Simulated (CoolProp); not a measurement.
Properties of ethane at several states (Tc = 32.2 °C, pc = 4.872 MPa, ω = 0.099).

The numbers come from the reference Helmholtz-energy equation of state, Bücker 2006 in CoolProp.

| T (°C) | p (MPa) | phase | density (kg/m³) | isothermal compressibility (1/MPa) | expansivity (1/kK) | viscosity (µPa s) | fugacity coefficient |
|---|---|---|---|---|---|---|---|
| -91.85 | 0.244 | liquid | 548.1 | 0.001714 | 2.266 | 173 | 0.3390 |
| 178.35 | 0.0688 | gas | 0.5518 | 14.55 | 2.226 | 13.6 | 0.9987 |
| -80.75 | 5.14 | liquid | 539.1 | 0.001854 | 2.273 | 158 | 0.03366 |
| -4.55 | 0.0223 | gas | 0.3009 | 44.95 | 3.749 | 8.46 | 0.9977 |

Viscosity comes from a separate model (Friend 1991).
